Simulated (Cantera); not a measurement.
A Cantera script and what it prints.

```python
import numpy as np
import cantera as ct

gas_names = [...]  # 83 gases of nasa_gas.yaml made of C, H, S
cond_names = """
    C(gr) C6H6(L) C7H8(L) C8H18(L),n-octa S(cr1) S(cr2) S(L)
""".split()


# ... load() reads the species with a 1 bar reference pressure and builds the phases ...
atoms = {
    'CS2': {'C': 1, 'S': 2},
    'H2': {'H': 2},
}
top_T = {'C(gr)': 4500}  # K; cautious upper limits of use, not melting points


# ... equilibrate(T, P, feed) seeds the gas with the atoms and calls Mixture.equilibrate('TP', solver="vcs", rtol=1e-11, max_steps=5000) ...
results = []
feed = {'CS2': 1, 'H2': 9.3}  # mol
T = 648  # K
P = 160000  # Pa
mix = equilibrate(T, P, feed)
results.append((T, P, feed, dict(zip(mix.species_names, mix.species_moles))))
x = sorted(zip(gas.X, gas.species_names), reverse=True)
print(f"T = {T:g} K  P = {P:g} Pa  gas = {mix.phase_moles(0):.4g} mol")
print("   x: " + "  ".join(f"{s} {v:.3e}" for v, s in x if v > 0.0001))
print("   condensed (mol): " + ("  ".join(f"{mix.phase(i).name} {mix.phase_moles(i):.4g}"
      for i in range(1, mix.n_phases) if mix.phase_moles(i) > 1e-12) or "none"))
```

Result:

```
T = 648 K  P = 160000 Pa  gas = 8.3 mol
   x: H2 6.386e-01  H2S 2.410e-01  CH4 1.205e-01
   condensed (mol): none
```

Cantera equilibrium calculation (NASA polynomials, part measured and part estimated; ideal gas, pure solids and liquids).
